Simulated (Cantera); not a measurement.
What does this Cantera script print?

```python
import numpy as np
import cantera as ct

gas = ct.Solution("gri30.yaml")
gas.TPX = 575, 100000, {'CH4': 1, 'C2H6': 0.076, 'C3H8': 0.95, 'O2': 14.6, 'N2': 55}
inlet = ct.Reservoir(gas, clone=True)
gas.equilibrate("HP")  # start burning
reactor = ct.IdealGasConstPressureReactor(gas, energy="on", clone=False)
exhaust = ct.Reservoir(gas, clone=True)
tau = [0.12, 0.057, 0.027, 0.013, 0.0062, 0.003, 0.0014, 0.00068, 0.00033, 0.00016, 7.4e-05, 3.6e-05][0]
for a, b in ((inlet, reactor), (reactor, exhaust)):
    ct.MassFlowController(a, b, mdot=lambda t: reactor.mass / tau)
net = ct.ReactorNet([reactor])
show = ['CH4', 'C2H6', 'C3H8', 'HCN', 'NO2']

rows = []
print(f"{'tau/s':>10s}{'T/K':>9s}" + "".join(f"{s:>11s}" for s in show))
for tau in [0.12, 0.057, 0.027, 0.013, 0.0062, 0.003, 0.0014, 0.00068, 0.00033, 0.00016, 7.4e-05, 3.6e-05]:
    net.initial_time = 0.0
    net.advance(30 * tau)
    before = gas.X
    net.advance(40 * tau)
    drift = np.max(np.abs(gas.X - before) / (gas.X + 1e-9))
    rows.append([gas.T, *gas[show].X, drift])
    print(f"{tau:10.3e}{gas.T:9.1f}" + "".join(f"{x:11.3e}" for x in gas[show].X))
```

Result:

```
     tau/s      T/K        CH4       C2H6       C3H8        HCN        NO2
 1.200e-01   1678.0  3.303e-06  6.132e-08  7.676e-07  1.771e-09  2.649e-08
 5.700e-02   1674.8  5.255e-06  1.001e-07  1.272e-06  2.125e-09  2.308e-08
 2.700e-02   1669.9  8.388e-06  1.621e-07  2.073e-06  2.515e-09  1.834e-08
 1.300e-02   1662.5  1.333e-05  2.589e-07  3.301e-06  3.046e-09  1.356e-08
 6.200e-03   1651.1  2.159e-05  4.183e-07  5.271e-06  4.026e-09  9.615e-09
 3.000e-03   1634.3  3.553e-05  6.826e-07  8.444e-06  5.916e-09  6.895e-09
 1.400e-03   1607.4  6.313e-05  1.197e-06  1.443e-05  9.794e-09  4.980e-09
 6.800e-04   1568.2  1.199e-04  2.240e-06  2.624e-05  1.671e-08  3.597e-09
 3.300e-04   1502.8  2.879e-04  5.330e-06  6.022e-05  2.970e-08  2.258e-09
 1.600e-04    575.0  1.396e-02  1.061e-03  1.326e-02 -5.624e-21 -3.736e-20
 7.400e-05    575.0  1.396e-02  1.061e-03  1.326e-02  2.700e-24  1.794e-23
 3.600e-05    575.0  1.396e-02  1.061e-03  1.326e-02  1.360e-25  9.037e-25
```

Model: GRI-Mech 3.0 (53 species, 325 reactions), integrated in Cantera. GRI-Mech 3.0 was tuned for natural gas; its chemistry of propane as a main component is partial and can be far from experiment.
